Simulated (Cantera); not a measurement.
What does this Cantera script print?

```python
import numpy as np
import cantera as ct

gas = ct.Solution("gri30.yaml")
gas.TPX = 573, 13332, {'CH4': 1, 'O2': 2.17, 'N2': 8.17, 'H2O': 0.75, 'H2': 1.1}
flame = ct.FreeFlame(gas, width=0.16)
flame.set_refine_criteria(ratio=3, slope=0.08, curve=0.16)
flame.transport_model = "mixture-averaged"
flame.solve(loglevel=0, auto=True)
z, T = flame.grid, flame.T
thick = (T[-1] - T[0]) / np.gradient(T, z).max()
show = ['CH4', 'O2', 'H2O', 'HCN', 'H2O2', 'C2H2']
print(f"laminar burning velocity  {flame.velocity[0] * 100:.3f} cm/s")
print(f"burnt temperature         {T[-1]:.1f} K")
print(f"thermal thickness         {thick * 1e3:.4f} mm")
print(f"grid points               {len(z)}")
z0 = z[flame.heat_release_rate.argmax()]
print(f"{'z/mm':>9s}{'T/K':>9s}{'u/(m/s)':>9s}" + "".join(f"{s:>11s}" for s in show))
rows = []
for k in (-3, -2, -1.5, -1, -0.5, -0.25, 0, 0.25, 0.5, 1, 2, 4, 8):
    zz = z0 + k * thick
    rows.append([k * thick, np.interp(zz, z, T), np.interp(zz, z, flame.velocity),
                 *(np.interp(zz, z, flame.X[gas.species_index(s)]) for s in show)])
    print(f"{rows[-1][0] * 1e3:9.3f}{rows[-1][1]:9.1f}{rows[-1][2]:9.3f}" + "".join(f"{x:11.3e}" for x in rows[-1][3:]))
```

It prints:

```
laminar burning velocity  241.775 cm/s
burnt temperature         2245.1 K
thermal thickness         1.8637 mm
grid points               165
     z/mm      T/K  u/(m/s)        CH4         O2        H2O        HCN       H2O2       C2H2
   -5.591    573.0    2.418  7.582e-02  1.645e-01  5.687e-02 -1.734e-15  1.024e-09  7.764e-13
   -3.727    573.3    2.418  7.584e-02  1.646e-01  5.690e-02  1.223e-12  5.810e-08  8.247e-11
   -2.795    575.4    2.426  7.583e-02  1.646e-01  5.708e-02  3.437e-11  4.731e-07  2.184e-09
   -1.864    603.8    2.544  7.516e-02  1.638e-01  5.943e-02  2.546e-09  2.023e-06  1.519e-07
   -0.932    866.5    3.668  6.356e-02  1.493e-01  8.462e-02  1.408e-07  1.799e-06  8.834e-06
   -0.466   1229.1    5.254  3.954e-02  1.172e-01  1.253e-01  6.823e-07  1.377e-06  4.904e-05
    0.000   1606.0    6.945  1.182e-02  6.977e-02  1.759e-01  2.100e-06  5.757e-07  1.345e-04
    0.466   1782.4    7.748  1.459e-03  3.612e-02  2.091e-01  2.779e-06  1.551e-07  6.271e-05
    0.932   1824.5    7.931  1.006e-04  2.151e-02  2.220e-01  1.884e-06  1.026e-07  6.870e-06
    1.864   1846.8    8.003  4.422e-07  1.414e-02  2.254e-01  5.865e-07  9.839e-08  3.694e-08
    3.727   1869.7    8.073  4.454e-11  1.205e-02  2.240e-01  6.102e-08  8.829e-08  5.107e-12
    7.455   1899.9    8.181  3.017e-15  1.105e-02  2.254e-01  2.425e-09  7.637e-08  5.360e-16
   14.909   1945.5    8.348  2.224e-16  9.878e-03  2.292e-01  1.170e-11  6.171e-08  4.904e-21
```

Cantera simulation using GRI-Mech 3.0 (53 species, 325 reactions); the numbers are that mechanism's predictions, not measurements. Burning velocities carry a grid error of a few per cent, more on coarse grids.
